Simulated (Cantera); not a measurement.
Standard-state values (1 bar) from the NASA 1993 polynomials, evaluated with Cantera. Values are per mole of reaction as written; species without (g) are pure solids or liquids, kept so even where they would boil at 1 bar.

3 SiF4(g) + 2 N2(g) → Si3N4 + 6 F2(g)

| T (K) | ΔH° (kJ) | ΔS° (J/K) | ΔG° (kJ) | log10 K |
|---|---|---|---|---|
| 300 | 4100.2 | 98.3 | 4070.7 | -708.76 |
| 575 | (withheld) | (withheld) | (withheld) | (withheld) |
| 625 | (withheld) | (withheld) | (withheld) | (withheld) |
| 675 | 4100.2 | 98.6 | 4033.6 | -312.13 |
| 725 | 4100.2 | 98.7 | 4028.6 | -290.25 |
| 775 | 4100.3 | 98.8 | 4023.7 | -271.19 |
| 825 | 4100.4 | 99.0 | 4018.8 | -254.44 |
| 875 | (withheld) | (withheld) | (withheld) | (withheld) |
| 925 | (withheld) | (withheld) | (withheld) | (withheld) |
| 975 | 4101.2 | 99.8 | 4003.9 | -214.50 |
| 1025 | 4101.6 | 100.2 | 3998.9 | -203.78 |

Task: What belongs in the gaps?

Result: 
- 575, ΔH° (kJ): 4100.2
- 575, ΔS° (J/K): 98.8
- 575, ΔG° (kJ): 4043.4
- 575, log10 K: -367.31
- 625, ΔH° (kJ): 4100.2
- 625, ΔS° (J/K): 98.7
- 625, ΔG° (kJ): 4038.5
- 625, log10 K: -337.51
- 875, ΔH° (kJ): 4100.6
- 875, ΔS° (J/K): 99.2
- 875, ΔG° (kJ): 4013.8
- 875, log10 K: -239.61
- 925, ΔH° (kJ): 4100.8
- 925, ΔS° (J/K): 99.5
- 925, ΔG° (kJ): 4008.8
- 925, log10 K: -226.37
